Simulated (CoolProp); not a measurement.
A single-stage vapour-compression cycle with the fluid: evaporating at 314.15 K (dew point), condensing at 376.15 K (bubble point), superheat 5 K, subcooling 8 K, compressor efficiency 0.85, no pressure losses. The same conditions are run with several fluids, on thermodynamics alone (safety and materials aside).

Values from CoolProp's reference Helmholtz-energy equation of state of each fluid (R236FA: Pan 2012; benzene: Thol 2012; n-hexane: Thol 2019; n-perfluorohexane: Gao 2022; R114: Platzer 1990; trans-2-butene: Lemmon 2005). The equations of Platzer and Polt are older, rougher fits.

Rank R236FA, benzene, n-hexane, n-perfluorohexane, R114, trans-2-butene by cooling COP, highest first.

benzene (3.75), n-hexane (3.37), trans-2-butene (3.22), R114 (2.91), R236FA (2.63), n-perfluorohexane (2.28)

| fluid | pressure ratio | discharge temperature (K) | refrigerating effect (kJ/kg) | volumetric capacity (kJ/m³) |
|---|---|---|---|---|
| R236FA | 4.58 | 376.2 | 66.3 | 1950 |
| benzene | 7.69 | 391.5 | 327 | 247 |
| n-hexane | 6.86 | 376.2 | 231 | 297 |
| n-perfluorohexane | 6.76 | 376.2 | 32.8 | 246 |
| R114 | 4.33 | 376.2 | 66.9 | 1650 |
| trans-2-butene | 4.24 | 380.2 | 232 | 2050 |

The compression ends wet for: R236FA; n-hexane; n-perfluorohexane; R114.
